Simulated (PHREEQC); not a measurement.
# Silver or lead bath: speciation

A solution holds 0.15 mol Pb(NO3)2 and 6.1e-05 mol Zn(NO3)2 per kg of water, at 80 °C. Closed to the air; pH follows from the charge balance.

All values are PHREEQC results (ion-association model, phreeqc.dat), not measurements.

The pH is 4.21. The ionic strength comes out as 0.321 mol/kgw and the activity of water is 0.993.

```
species     molality  activity   log γ
----------  --------  --------  ------
NO3-           0.235     0.147  -0.205
Pb+2          0.0851    0.0211  -0.606
PbNO3+        0.0648    0.0457  -0.152
H+           8.13e-5   6.19e-5  -0.119
Pb2OH+3      7.19e-5   3.11e-6  -1.364
Zn+2         6.10e-5   1.33e-5  -0.661
PbOH+        9.35e-6   6.60e-6  -0.152
ZnOH+        1.13e-8   7.94e-9  -0.152
OH-          6.47e-9   4.14e-9  -0.194
Pb3(OH)4+2   3.51e-9  8.69e-10  -0.606
```

No solid was allowed to form. The solution is supersaturated, for example in Pb(OH)2, so a real one may precipitate; this is no full list. Away from 25 °C the constants follow the database's enthalpies or fits; those with neither stay at their 25 °C values.
